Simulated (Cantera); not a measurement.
A closed system holds: 1 mol V2O5, 410 mol H2, 4.1 mol H2O, equilibrated at 2075 K.

Method: chemical equilibrium by Gibbs-energy minimisation in Cantera with the NASA 1993 tables (ideal gas, pure condensed phases). Candidate condensed phases: H2O, V, VO, V2O3, V2O4, V2O5; 12 gas species. Equilibrium is a limit: real reactors are often held back by kinetics, nucleation or transport.

**Question.** At 0.000520 bar, list the 6 most abundant gas species with their mole fractions, and the condensed phases.

**Answer.** H2 0.873, H 0.109, H2O 0.0127, VO2 0.00327, VO 0.00122, OH 0.000181. Condensed: gas only.
